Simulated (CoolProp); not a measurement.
Vapour-liquid equilibrium of R134a (1) + R142b (2) at 308 K; x and y are mole fractions of (1).

Values from CoolProp's multi-fluid Helmholtz-energy mixture model, Tillner-Roth 1994 and Lemmon 2006; pair parameters Bell 2016.

Problem. Give the bubble pressure and the first vapour's composition at x = 0.05, 0.5, 0.8. Is there an azeotrope?

Solution. x = 0.05: 479.3 kPa, y = 0.096; x = 0.5: 695.0 kPa, y = 0.638; x = 0.8: 813.3 kPa, y = 0.862. No azeotrope shows between x = 0.05 and 0.95.

The pair parameters rest on a limited set of measurements; away from them the model extrapolates.
